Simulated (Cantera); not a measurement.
A closed system holds: 1 mol H₂S, 0.024 mol O₂, at 3227 °C and 0.133 bar.

Equilibrium computed with Cantera from the NASA thermochemical tables; the gas is ideal and each condensed phase is pure. Candidate condensed phases: H₂O, H₂SO₄, S; 19 gas species. Kinetics and transport are ignored.

Base state: H 0.524, S 0.316, H₂ 0.105, SH 0.0198, S₂ 0.0169, SO 0.00849, O 0.00640, OH 0.00220 (mole fractions); condensed: gas only.

Question: What changes in the equilibrium state with this change: O₂ from 0.024 to 0.63 mol?

Answer: 
```csv
species,before,after
H,0.524,0.405
S,0.316,0.164
O,0.00640,0.161
O₂,2.25e-5,0.0142
SO₂,4.17e-5,0.0136
OH,0.00220,0.0427
H₂O,0.000956,0.0144
SO,0.00849,0.110
S₂,0.0169,0.00453
SH,0.0198,0.00792
H₂,0.105,0.0627
S₂O,7.23e-6,4.86e-5
H₂S,0.000287,8.86e-5
```

Question: What changes in the equilibrium state with this change: pressure from 0.133 bar to 10.0 mbar?

Answer: 
```tsv
species	before	after
H	0.524	0.641
S	0.316	0.328
O	0.00640	0.0141
H₂	0.105	0.0118
SH	0.0198	0.00188
S₂	0.0169	0.00136
H₂S	0.000287	2.50e-6
H₂O	0.000956	1.78e-5
SO₂	4.17e-5	1.18e-6
SO	0.00849	0.00145
OH	0.00220	0.000445
```
